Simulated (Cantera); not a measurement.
## Low-pressure radical oxidation in H2/O2

An isothermal, constant-pressure homogeneous reactor starts with H2 : O2 = 0.0074 : 1 (molar parts), at 1275 K and 0.0217 atm.

Model: GRI-Mech 3.0 (53 species, 325 reactions), integrated in Cantera. Radical loss at walls, strong at low pressure, is not modelled.

| t (s) | x H2 | x O2 | x H2O | x OH | x H2O2 | x O |
|---|---|---|---|---|---|---|
| 8.00e-5 | 0.00735 | 0.993 | 3.58e-10 | 2.62e-9 | <1e-12 | 2.76e-9 |
| 0.000213 | 0.00735 | 0.993 | 3.61e-9 | 9.57e-9 | 1.70e-12 | 1.09e-8 |
| 0.000565 | 0.00735 | 0.993 | 4.03e-8 | 4.66e-8 | 1.16e-11 | 5.86e-8 |
| 0.00150 | 0.00734 | 0.993 | 1.16e-6 | 8.54e-7 | 7.61e-11 | 1.13e-6 |
| 0.00399 | 0.00568 | 0.991 | 0.00124 | 0.000747 | 2.10e-8 | 0.00114 |
| 0.0106 | 2.33e-5 | 0.986 | 0.00687 | 0.000719 | 1.90e-8 | 0.00622 |
| 0.0282 | 1.95e-5 | 0.987 | 0.00692 | 0.000669 | 1.82e-8 | 0.00545 |
| 0.0748 | 1.43e-5 | 0.988 | 0.00701 | 0.000574 | 1.70e-8 | 0.00396 |
| 0.199 | 7.43e-6 | 0.990 | 0.00713 | 0.000415 | 1.42e-8 | 0.00203 |
| 0.528 | 2.44e-6 | 0.992 | 0.00724 | 0.000239 | 9.15e-9 | 0.000661 |
| 1.40 | 5.57e-7 | 0.992 | 0.00731 | 0.000114 | 4.02e-9 | 0.000150 |
| 3.73 | 1.12e-7 | 0.993 | 0.00735 | 5.14e-5 | 1.25e-9 | 3.02e-5 |
| 9.91 | 2.43e-8 | 0.993 | 0.00736 | 2.40e-5 | 3.44e-10 | 6.57e-6 |
| 26.3 | 6.56e-9 | 0.993 | 0.00737 | 1.25e-5 | 1.05e-10 | 1.78e-6 |
| 70.0 | 3.06e-9 | 0.993 | 0.00737 | 8.56e-6 | 5.35e-11 | 8.34e-7 |
x: mole fraction; the columns are a selection and need not sum to one.

Equilibrium at this temperature and pressure: H2 2.77e-9, O2 0.993, H2O 0.00737, OH 8.15e-6, H2O2 4.91e-11, O 7.55e-7 (gas phase only).
